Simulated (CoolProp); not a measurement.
Nitrous oxide along the isotherm 244 K: Z from the reference equation and from simpler models built on Tc = 309.5 K, pc = 7245 kPa, ω = 0.161; each cubic takes its own stable root.

Computed with CoolProp (reference Helmholtz-energy equation of state, Lemmon 2006). It is a short technical equation, of lower accuracy than the large ones.

```csv
p (kPa),phase,reference,van der Waals,Soave-Redlich-Kwong
3290,liquid,0.06854,0.1093,0.07479
6590,liquid,0.1359,0.2122,0.1474
9880,liquid,(withheld),0.3106,0.2179
13200,liquid,0.2673,(withheld),0.2875
16500,liquid,0.3314,0.5006,0.3554
19800,liquid,(withheld),0.5924,0.4221
23100,liquid,0.4574,0.6828,0.4879
26300,liquid,0.5174,0.7692,0.5508
29600,liquid,0.5787,0.8573,0.6150
32900,liquid,0.6395,0.9445,0.6784
36200,liquid,0.6997,1.031,0.7413
```

Task: What belongs in the gaps?

Result: 
- 9880, reference: 0.2018
- 13200, van der Waals: 0.4070
- 19800, reference: 0.3948
